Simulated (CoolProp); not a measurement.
Properties of the fluoroketone C6F12O (FK-5-1-12) along the isobar 944 kPa (Tc = 441.8 K, pc = 1869 kPa, ω = 0.471).

Values from CoolProp's reference Helmholtz-energy equation of state, McLinden 2015.

```json
[
 {"T (K)": "216.4", "phase": "liquid", "cp (kJ/(kg K))": "1.103", "cv (kJ/(kg K))": "0.8826", "speed of sound (m/s)": "775.0", "isothermal compressibility (1/MPa)": "0.001135", "expansivity (1/kK)": "1.455"},
 {"T (K)": "247.9", "phase": "liquid", "cp (kJ/(kg K))": "1.089", "cv (kJ/(kg K))": "0.8736", "speed of sound (m/s)": "671.0", "isothermal compressibility (1/MPa)": "0.001584", "expansivity (1/kK)": "1.551"},
 {"T (K)": "279.4", "phase": "liquid", "cp (kJ/(kg K))": "1.092", "cv (kJ/(kg K))": "0.8781", "speed of sound (m/s)": "569.9", "isothermal compressibility (1/MPa)": "0.002305", "expansivity (1/kK)": "1.711"},
 {"T (K)": "310.9", "phase": "liquid", "cp (kJ/(kg K))": "1.109", "cv (kJ/(kg K))": "0.8935", "speed of sound (m/s)": "471.9", "isothermal compressibility (1/MPa)": "0.003554", "expansivity (1/kK)": "1.965"},
 {"T (K)": "342.4", "phase": "liquid", "cp (kJ/(kg K))": "1.141", "cv (kJ/(kg K))": "0.9177", "speed of sound (m/s)": "376.6", "isothermal compressibility (1/MPa)": "0.005983", "expansivity (1/kK)": "2.389"},
 {"T (K)": "373.9", "phase": "liquid", "cp (kJ/(kg K))": "1.193", "cv (kJ/(kg K))": "0.9495", "speed of sound (m/s)": "282.1", "isothermal compressibility (1/MPa)": "0.01175", "expansivity (1/kK)": "3.207"},
 {"T (K)": "437", "phase": "gas", "cp (kJ/(kg K))": "1.084", "cv (kJ/(kg K))": "0.9977", "speed of sound (m/s)": "85.89", "isothermal compressibility (1/MPa)": "1.411", "expansivity (1/kK)": "5.400"},
 {"T (K)": "468.5", "phase": "gas", "cp (kJ/(kg K))": "1.083", "cv (kJ/(kg K))": "1.021", "speed of sound (m/s)": "96.01", "isothermal compressibility (1/MPa)": "1.272", "expansivity (1/kK)": "3.897"},
 {"T (K)": "500", "phase": "gas", "cp (kJ/(kg K))": "1.100", "cv (kJ/(kg K))": "1.049", "speed of sound (m/s)": "103.7", "isothermal compressibility (1/MPa)": "1.203", "expansivity (1/kK)": "3.146"}
]
```
